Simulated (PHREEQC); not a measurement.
## Arsenic or selenium liquor: an equilibrium model

A solution holds 0.0053 mol/kgw H2SeO4 and 0.015 mol/kgw NaHCO3, at 25 °C. Closed to the air; pH follows from the charge balance.

Equilibrium calculation in PHREEQC: ion-association model, wateq4f.dat.

The pH comes out as 5.91 and the ionic strength is 0.0203 mol/kgw. The total alkalinity is 4.40 meq/kg.

```
species  molality  activity   log γ
-------  --------  --------  ------
Na+        0.0150    0.0131  -0.060
CO2        0.0106    0.0106   0.002
SeO4-2    0.00530   0.00304  -0.242
HCO3-     0.00437   0.00383  -0.058
NaHCO3    2.79e-5   2.81e-5   0.002
H+        1.39e-6   1.24e-6  -0.051
CO3-2     2.48e-7   1.45e-7  -0.232
HSeO4-    1.97e-7   1.72e-7  -0.060
NaCO3-    4.03e-8   3.53e-8  -0.058
OH-       9.34e-9   8.09e-9  -0.062
```

This is a speciation only: nothing precipitates in the calculation.
